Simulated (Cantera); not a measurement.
## Adiabatic ignition

An adiabatic, constant-volume homogeneous reactor starts with 15.1 % CO, 0.818 % H2, 2.12 % CH4, 17.3 % O2, 64.7 % N2, equivalence ratio 0.71, at 1500 K and 8.00 bar.

Detailed kinetics in Cantera: GRI-Mech 3.0 (53 species, 325 reactions).

| t (s) | T (K) | P (bar) | x CO | x H2 | x CH4 | x CH3 | x C2H | x N2O | x C2H2 |
|---|---|---|---|---|---|---|---|---|---|
| 6.00e-6 | 1500 | 8.00 | 0.151 | 0.00817 | 0.0212 | 2.79e-5 | <1e-12 | 1.42e-10 | 1.08e-12 |
| 1.51e-5 | 1505 | 8.02 | 0.151 | 0.00808 | 0.0205 | 0.000322 | <1e-12 | 2.76e-9 | 6.93e-9 |
| 3.82e-5 | 2942 | 14.9 | 0.0455 | 0.00195 | <1e-12 | <1e-12 | <1e-12 | 3.98e-6 | <1e-12 |
| 9.62e-5 | 2963 | 15.0 | 0.0418 | 0.00181 | <1e-12 | <1e-12 | <1e-12 | 4.15e-6 | <1e-12 |
| 0.000243 | 2949 | 14.9 | 0.0414 | 0.00181 | <1e-12 | <1e-12 | <1e-12 | 4.31e-6 | <1e-12 |
| 0.000612 | 2946 | 14.9 | 0.0412 | 0.00181 | <1e-12 | <1e-12 | <1e-12 | 4.38e-6 | <1e-12 |
| 0.00154 | 2945 | 14.9 | 0.0412 | 0.00181 | <1e-12 | <1e-12 | <1e-12 | 4.38e-6 | <1e-12 |
| 0.00389 | 2945 | 14.9 | 0.0412 | 0.00181 | <1e-12 | <1e-12 | <1e-12 | 4.38e-6 | <1e-12 |
| 0.00981 | 2945 | 14.9 | 0.0412 | 0.00181 | <1e-12 | <1e-12 | <1e-12 | 4.38e-6 | <1e-12 |
| 0.0247 | 2945 | 14.9 | 0.0412 | 0.00181 | <1e-12 | <1e-12 | <1e-12 | 4.38e-6 | <1e-12 |
| 0.0624 | 2945 | 14.9 | 0.0412 | 0.00181 | <1e-12 | <1e-12 | <1e-12 | 4.38e-6 | <1e-12 |
| 0.157 | 2945 | 14.9 | 0.0412 | 0.00181 | <1e-12 | <1e-12 | <1e-12 | 4.38e-6 | <1e-12 |
| 0.397 | 2945 | 14.9 | 0.0412 | 0.00181 | <1e-12 | <1e-12 | <1e-12 | 4.38e-6 | <1e-12 |
| 1.00 | 2945 | 14.9 | 0.0412 | 0.00181 | <1e-12 | <1e-12 | <1e-12 | 4.38e-6 | <1e-12 |
x: mole fraction; the columns are a selection and need not sum to one.

```yaml
time_of_steepest_temperature_rise: 27.2 µs
temperature at 1.00 s: 2945 K
equilibrium_temperature: 2945 K
x(CO) at 1.00 s: 0.0412 (gas-phase equilibrium 0.0412)
x(H2) at 1.00 s: 0.00181 (gas-phase equilibrium 0.00181)
x(CH4) at 1.00 s: <1e-12 (gas-phase equilibrium <1e-12)
```
